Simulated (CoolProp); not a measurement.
Vapour-liquid equilibrium of CHF3 (R23) (1) + R143a (2) at 14.4 kPa; x and y are mole fractions of (1).

The numbers come from the multi-fluid Helmholtz-energy mixture model, Penoncello 2003 and Lemmon and Jacobsen 2000; pair parameters Bell 2016 in CoolProp.

| x | bubble temperature (K) | y at the bubble point | dew temperature at overall composition x (K) | liquid density (mol/L) |
|---|---|---|---|---|
| 0.05 | 188.5 | 0.251 | 191.3 | 15.27 |
| 0.125 | 183.9 | 0.510 | 190.3 | 15.76 |
| 0.2 | 180.1 | 0.672 | 189.2 | 16.25 |
| 0.275 | 176.8 | 0.774 | 188.1 | 16.74 |
| 0.35 | 174.2 | 0.840 | 186.9 | 17.23 |
| 0.425 | 172.0 | 0.884 | 185.6 | 17.73 |
| 0.5 | 170.2 | 0.915 | 184.1 | 18.23 |
| 0.575 | 168.6 | 0.937 | 182.5 | 18.75 |
| 0.65 | 167.4 | 0.953 | 180.6 | 19.29 |
| 0.725 | 166.3 | 0.966 | 178.5 | 19.85 |
| 0.8 | 165.3 | 0.977 | 175.9 | 20.42 |
| 0.875 | 164.5 | 0.986 | 172.5 | 21.03 |
| 0.95 | 163.6 | 0.994 | 167.6 | 21.67 |

No azeotrope shows between x = 0.05 and 0.95.

The pair parameters rest on a limited set of measurements; away from them the model extrapolates. The gap from Raoult's law changes sign with composition, which may be real or a fault of the pair parameters; it wasn't checked against measurements.
